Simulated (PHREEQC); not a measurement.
Dissolve 0.16 mol NH4Cl, 0.052 mol NH3 and 0.011 mol KCl per kg of water at 25 °C. Closed to the air; pH follows from the charge balance.

Model: ion-association model, phreeqc.dat, run in PHREEQC.

```tsv
quantity	before	after
pH	8.93	5.16
ionic strength (mol/kgw)	0.171	0.171
NH4+ (mol/kgw)	0.160	0.160
NH3 (mol/kgw)	0.0520	8.71e-6
SI of Sylvite (KCl)	-3.90	-3.90
```

Problem. Which change was made?
A) NH3 from 0.052 to 0.0572 mol/kgw
B) diluted 10-fold with water
C) NH3 left out
D) NH4Cl from 0.16 to 0.24 mol/kgw
E) diluted 5-fold with water

Solution. C, NH3 left out

This is a speciation only: nothing precipitates in the calculation.
